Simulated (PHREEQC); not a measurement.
Solution (25 °C): 3.5 mmol/kgw Na2HAsO4, 0.22 mmol/kgw H2SO4 and 0.062 mmol/kgw CaCl2. Closed to the air; pH follows from the charge balance.

All values are PHREEQC results (ion-association model, wateq4f.dat), not measurements.

Each row changes one thing in this solution. No solid was allowed to form.

```csv
case,pH,ionic strength (mol/kgw),HAsO4-2 (mol/kgw),H2AsO4- (mol/kgw),AsO4-3 (mol/kgw),SI of Portlandite (Ca(OH)2)
as made,7.86,0.0104,0.00306,0.000442,8.45e-7,-11.47
H2SO4 left out,9.09,0.0107,0.00345,2.97e-5,1.61e-5,-9.01
0.0029 mol/kgw KHSO4 added,5.70,0.0131,?,0.00333,3.28e-10,-15.90
CaCl2 replaced by Ca(OH)2 at the same molality,8.02,?,0.00318,0.000318,1.27e-6,-11.15
temperature from 25 to 15 °C,7.89,0.0104,0.00306,0.000441,?,-12.21
H2SO4 replaced by MnSO4 at the same molality,9.05,0.0115,0.00345,3.20e-5,1.50e-5,-9.10
0.00022 mol/kgw Ca(NO3)2 added,7.86,0.0111,0.00306,0.000442,8.50e-7,-10.82
```

Task: Complete the blanks.

Result: 
- 0.0029 mol/kgw KHSO4 added, HAsO4-2 (mol/kgw): 0.000164
- CaCl2 replaced by Ca(OH)2 at the same molality, ionic strength (mol/kgw): 0.0106
- temperature from 25 to 15 °C, AsO4-3 (mol/kgw): 6.84e-7

Some of these states are supersaturated (in Mn3(AsO4)2:8H2O, for instance). The database has no arsenate complexes of Ca.
